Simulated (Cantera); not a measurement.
**Ignition delay**

Mixture: CO : H2 : O2 : N2 = 1 : 0.13 : 0.819 : 2.29 (molar parts), equivalence ratio 0.69, at 7500 Torr, adiabatic and at constant volume. Ignition delay is the time to a rise of 400 K.

Computed with Cantera and GRI-Mech 3.0 (53 species, 325 reactions). The hydrogen kinetics of GRI-Mech 3.0 are dated; newer H2 mechanisms differ, most at raised pressure. Where the delays flatten at high temperature, the 400 K rule measures the pace of heat release, not the induction time.

```
T0 (K)  delay (ms)
------  ----------
1225        0.0247
1300        0.0101
1375       0.00598
1450       0.00422
1525       0.00330
1600       0.00276
```
